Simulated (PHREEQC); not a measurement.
Make-up at 25 °C: 0.13 mol H2SO4, 0.036 mol LiCl and 0.12 mol MnSO4 per kg of water. It is in equilibrium with CO2 at log p = 0 (atm). Otherwise closed; pH follows from the charge balance.

Computed with PHREEQC (ion-association model, wateq4f.dat).

Q: The ionic strength comes out as 0.435 mol/kgw. What activity coefficients do H+, MnCl+, Li+, Mn+2, LiSO4- get?

A: H+ 0.77, MnCl+ 0.69, Li+ 0.71, Mn+2 0.26, LiSO4- 0.69.

No solid was allowed to form. Complexes and solids missing from the database can't appear.
